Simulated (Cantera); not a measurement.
A closed system holds: 1 mol Fe₂O₃, 51 mol H₂, equilibrated at 2.40 Torr.

Cantera equilibrium calculation (NASA polynomials, part measured and part estimated; ideal gas, pure solids and liquids). Candidate condensed phases: Fe, FeO, Fe(OH)₂, Fe(OH)₃, Fe₂O₃, Fe₃O₄, H₂O; 12 gas species. Rates play no part.

Task: Which condensed phases are stable at each of these points (T (°C)): 1302, 1352, 1402, 1452, 1502, 1552, 1602, 1652, 1702, 1752, 1802, 1852, 1902?

Result: 
```json
[
 {"T (°C)": "1302", "condensed phases": "Fe(γ)", "Fe condensed (%)": "99.5"},
 {"T (°C)": "1352", "condensed phases": "Fe(γ)", "Fe condensed (%)": "98.6"},
 {"T (°C)": "1402", "condensed phases": "Fe(δ)", "Fe condensed (%)": "96.7"},
 {"T (°C)": "1452", "condensed phases": "Fe(δ)", "Fe condensed (%)": "92.5"},
 {"T (°C)": "1502", "condensed phases": "Fe(δ)", "Fe condensed (%)": "83.6"},
 {"T (°C)": "1552", "condensed phases": "Fe(l)", "Fe condensed (%)": "66.1"},
 {"T (°C)": "1602", "condensed phases": "Fe(l)", "Fe condensed (%)": "33.2"},
 {"T (°C)": "1652", "condensed phases": "gas only", "Fe condensed (%)": "0.0"},
 {"T (°C)": "1702", "condensed phases": "gas only", "Fe condensed (%)": "0.0"},
 {"T (°C)": "1752", "condensed phases": "gas only", "Fe condensed (%)": "0.0"},
 {"T (°C)": "1802", "condensed phases": "gas only", "Fe condensed (%)": "0.0"},
 {"T (°C)": "1852", "condensed phases": "gas only", "Fe condensed (%)": "0.0"},
 {"T (°C)": "1902", "condensed phases": "gas only", "Fe condensed (%)": "0.0"}
]
```

From 1302 °C to 1352 °C the condensed part is Fe(γ). From 1402 °C to 1502 °C the condensed part is Fe(δ). From 1552 °C to 1602 °C the condensed part is Fe(l). From 1652 °C to 1902 °C nothing is condensed.
